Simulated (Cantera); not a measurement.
Feed: 1 mol CS2, 0.59 mol H2, 8.2 mol O2, equilibrated at 2875 K and 5.20 bar.

Method: chemical equilibrium by Gibbs-energy minimisation in Cantera with the NASA 1993 tables (ideal gas, pure condensed phases). Candidate condensed phases: C, C6H6, C7H8, C8H18, H2O, H2SO4, S; 123 gas species. The numbers say what is thermodynamically allowed, not how fast it happens.

Task: What is the equilibrium state?

Result: 
```
Quantity                                   Result
--------------------------------------  ---------
x(O2)                                       0.553
x(SO2)                                      0.224
x(CO2)                                      0.102
x(H2O)                                     0.0535
x(OH)                                      0.0247
x(O)                                       0.0236
x(CO)                                      0.0124
x(SO)                                     0.00487
x(H)                                      0.00140
gas amount                              8.739 mol
log10 activity of S(l) (absent)             -5.01
log10 activity of C(graphite) (absent)      -7.92
```
